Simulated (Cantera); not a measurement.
An isothermal, constant-pressure homogeneous reactor starts with 34.0 % H2, 18.9 % O2, 47.2 % N2, equivalence ratio 0.90, at 1125 K and 0.930 bar.

Computed with Cantera and GRI-Mech 3.0 (53 species, 325 reactions). The temperature is held fixed by assumption; the heat of reaction is taken as removed at once.

x: mole fraction; the columns are a selection and need not sum to one.

```csv
t (s),x H2,x O2,x H2O,x O,x H2O2,x N2O
0.000700,…,0.0248,0.404,1.30e-5,5.89e-6,5.20e-8
0.00190,…,0.0242,0.405,2.23e-6,5.99e-6,5.38e-8
0.00515,…,0.0237,0.407,1.13e-6,3.94e-6,5.54e-8
0.0140,…,0.0233,0.408,4.31e-7,1.78e-6,5.76e-8
0.0378,…,0.0229,0.409,1.02e-7,4.30e-7,5.94e-8
0.103,…,0.0228,0.409,1.58e-8,5.21e-8,6.01e-8
0.278,…,0.0227,0.409,1.70e-9,3.26e-9,5.90e-8
0.755,…,0.0227,0.409,2.35e-10,2.97e-10,5.47e-8
2.05,…,0.0227,0.409,4.08e-10,4.00e-10,4.45e-8
5.55,6.83e-9,0.0227,0.409,7.28e-10,6.98e-10,2.58e-8
15.0,6.83e-9,0.0227,0.409,7.28e-10,6.98e-10,6.88e-9
40.8,6.83e-9,0.0227,0.409,7.26e-10,6.97e-10,1.88e-9
111,6.83e-9,0.0227,0.409,7.26e-10,6.97e-10,1.80e-9
300,6.83e-9,0.0227,0.409,7.26e-10,6.97e-10,1.80e-9
```

Problem. Complete the blanks.

Solution. 
- 0.000700, x H2: 0.00427
- 0.00190, x H2: 0.00307
- 0.00515, x H2: 0.00212
- 0.0140, x H2: 0.00110
- 0.0378, x H2: 0.000407
- 0.103, x H2: 0.000102
- 0.278, x H2: 1.27e-5
- 0.755, x H2: 3.10e-7
- 2.05, x H2: 9.53e-9
